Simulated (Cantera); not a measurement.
Mixture: 4.23 % CH₄, 20.1 % O₂, 75.7 % N₂, at 1.00 atm, adiabatic and at constant volume. Ignition delay is the time to a rise of 400 K.

Computed with Cantera and GRI-Mech 3.0 (53 species, 325 reactions).

### Question
Predict: delay at 1250 K; delay at 1300 K; delay at 1350 K; delay at 1400 K; delay at 1450 K; delay at 1500 K; delay at 1550 K; apparent activation energy between 1450 and 1550 K.

### Answer
```json
{
  "delay at 1250 K": "14.0 ms",
  "delay at 1300 K": "7.29 ms",
  "delay at 1350 K": "3.98 ms",
  "delay at 1400 K": "2.27 ms",
  "delay at 1450 K": "1.36 ms",
  "delay at 1500 K": "0.852 ms",
  "delay at 1550 K": "0.557 ms",
  "apparent activation energy between 1450 and 1550 K": "170 kJ/mol"
}
```
